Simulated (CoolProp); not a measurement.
A simple Rankine cycle with water: condensing at 327.15 K, boiler at 0.331 MPa, turbine inlet 560 K, turbine efficiency 0.85, pump efficiency 0.7, no recuperator. Each further row changes one setting.

Computed with CoolProp (reference Helmholtz-energy equation of state, Wagner 2002).

| case | thermal efficiency (%) | net work (kJ/kg) | heat in (kJ/kg) | turbine exit temperature (K) | volume ratio over the turbine |
|---|---|---|---|---|---|
| as stated | 17.3 | 487 | 2820 | 327.1 | 12.7 |
| turbine inlet 580 K | 17.6 | [?] | [?] | 327.1 | 12.4 |
| condensing temperature 319.15 K | 18.7 | [?] | 2850 | 319.1 | [?] |
| boiler pressure 0.232 MPa | [?] | 443 | 2820 | 328.8 | 9.08 |
| turbine efficiency 0.75 | [?] | 430 | 2820 | 334.1 | [?] |

Problem. What belongs in the gaps?

Solution. 
- turbine inlet 580 K, net work (kJ/kg): 502
- turbine inlet 580 K, heat in (kJ/kg): 2860
- condensing temperature 319.15 K, net work (kJ/kg): 534
- condensing temperature 319.15 K, volume ratio over the turbine: 18.2
- boiler pressure 0.232 MPa, thermal efficiency (%): 15.7
- turbine efficiency 0.75, thermal efficiency (%): 15.3
- turbine efficiency 0.75, volume ratio over the turbine: 13.2

The expansion ends wet for: as stated; turbine inlet 580 K; condensing temperature 319.15 K.
